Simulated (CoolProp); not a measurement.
Sulfur dioxide along the isobar 35000 kPa: fugacity coefficient from the reference equation and from simpler models built on Tc = 430.6 K, pc = 7887 kPa, ω = 0.256; each cubic takes its own stable root.

Computed with CoolProp (reference Helmholtz-energy equation of state, Gao 2016).

```csv
T (K),phase,reference
226,liquid,0.0008411
240.9,liquid,0.001962
255.7,liquid,0.004045
270.6,liquid,0.007598
285.5,liquid,0.01315
300.4,liquid,0.02127
315.3,liquid,0.03245
330.2,liquid,0.04712
345.1,liquid,0.06557
```

Problem. How far does each simpler model (van der Waals, Redlich-Kwong, Soave-Redlich-Kwong) lie from the reference over these 9 states: mean and median of the absolute difference, and the worst?

Solution. 
- van der Waals: mean 985.7 %, median 548.1 %, worst +3337.2 % at 226 K and 35000 kPa
- Redlich-Kwong: mean 93.7 %, median 84.7 %, worst +173.0 % at 226 K and 35000 kPa
- Soave-Redlich-Kwong: mean 8.7 %, median 8.6 %, worst +9.6 % at 345.1 K and 35000 kPa
